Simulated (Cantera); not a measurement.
Feed: 1 mol toluene, 25 mol H₂, 0.076 mol CO₂, at 2500 K and 10000 Pa.

Cantera equilibrium calculation (NASA polynomials, part measured and part estimated; ideal gas, pure solids and liquids). Candidate condensed phases: C, C₆H₆, C₇H₈, C₈H₁₈, H₂O; 110 gas species. Rates play no part.

Base state: H₂ 0.909, H 0.0758, C₂H₂ (acetylene) 0.00984, CO 0.00502, C₂H 5.89e-5, C₄H₂ 4.39e-5, CH₃ 1.86e-5, CH₄ 1.24e-5 (mole fractions); condensed: C(graphite).

Task: What changes in the equilibrium state with this change: temperature from 2500 K to 1798 K?

Result: 
```tsv
species	before	after
H₂	0.909	0.993
CO	0.00502	0.00521
H	0.0758	0.00111
C₂H₂ (acetylene)	0.00984	0.000171
C₂H	5.89e-5	1.66e-9
C₄H₂	4.39e-5	1.17e-8
CH₃	1.86e-5	1.73e-6
CH₄	1.24e-5	7.64e-5
C(graphite), mol	6.32	6.91
```

Task: What changes in the equilibrium state with this change: temperature from 2500 K to 1150 K?

Result: 
| species | before | after |
|---|---|---|
| H₂ | 0.909 | 0.992 |
| CO | 0.00502 | 0.00520 |
| CH₄ | 1.24e-5 | 0.00231 |
| H | 0.0758 | 2.35e-7 |
| C₂H₂ (acetylene) | 0.00984 | 3.84e-8 |
| C₂H | 5.89e-5 | <1e-9 |
| C₄H₂ | 4.39e-5 | <1e-9 |
| H₂O | 1.11e-8 | 2.42e-5 |
| CH₃ | 1.86e-5 | 1.02e-8 |
| C(graphite), mol | 6.32 | 6.86 |
